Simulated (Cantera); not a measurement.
Input: 1 mol SiO2, 1.3 mol SiCl4, 82 mol N2, held at 4.60 Pa.

Method: chemical equilibrium by Gibbs-energy minimisation in Cantera with the NASA 1993 tables (ideal gas, pure condensed phases). Candidate condensed phases: Si, SiO2, Si2N2O, Si3N4; 23 gas species. The tables' values for SiCl3 are old estimates; treat these amounts as uncertain. The tables hold silica as quartz up to 1696 K and as liquid above; real silica turns to tridymite and cristobalite and melts near 1996 K. Kinetics and transport are ignored. All values below are at 1273 K.

Base state: N2 0.982, SiCl4 0.0141, Cl 0.00202, SiCl3 0.000996, SiCl2 0.000462, SiO 4.99e-5 (mole fractions); condensed: SiO2(β-quartz).

Question: What changes in the equilibrium state with this change: pressure from 4.60 Pa to 133 Pa?

Answer: 
```csv
species,before,after
N2,0.982,0.984
SiCl4,0.0141,0.0153
Cl,0.00202,0.000302
SiO,4.99e-5,5.14e-7
SiCl2,0.000462,2.67e-5
SiCl3,0.000996,0.000250
"SiO2(β-quartz), mol",0.998,1.000
```
